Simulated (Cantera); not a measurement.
Feed: 1 mol Si3N4, 0.99 mol H2O, 75 mol N2, held at 13.3 mbar.

These are equilibrium values from Cantera (NASA tables, ideal gas, pure condensed phases), not measurements of a reactor. Candidate condensed phases: H2O, Si, SiO2, Si2N2O, Si3N4; 35 gas species. Mutual solubility and eutectic melting of coexisting phases are not modelled. Equilibrium is a limit: real reactors are often held back by kinetics, nucleation or transport.

Question: What share of the Si ends up in condensed phases as a function of T (K), at 1598, 1648, 1698, 1748, 1798, 1848, 1898, 1948, 1998?

Answer: 
```json
[
 {"T (K)": "1598", "Si condensed (%)": "99.6", "as": "Si2N2O(s) + Si3N4(s)"},
 {"T (K)": "1648", "Si condensed (%)": "98.4", "as": "Si2N2O(s) + Si3N4(s)"},
 {"T (K)": "1698", "Si condensed (%)": "94.4", "as": "Si2N2O(s) + Si3N4(s)"},
 {"T (K)": "1748", "Si condensed (%)": "82.1", "as": "Si2N2O(s) + Si3N4(s)"},
 {"T (K)": "1798", "Si condensed (%)": "66.5", "as": "Si3N4(s)"},
 {"T (K)": "1848", "Si condensed (%)": "65.5", "as": "Si(l)"},
 {"T (K)": "1898", "Si condensed (%)": "64.1", "as": "Si(l)"},
 {"T (K)": "1948", "Si condensed (%)": "61.7", "as": "Si(l)"},
 {"T (K)": "1998", "Si condensed (%)": "57.4", "as": "Si(l)"}
]
```
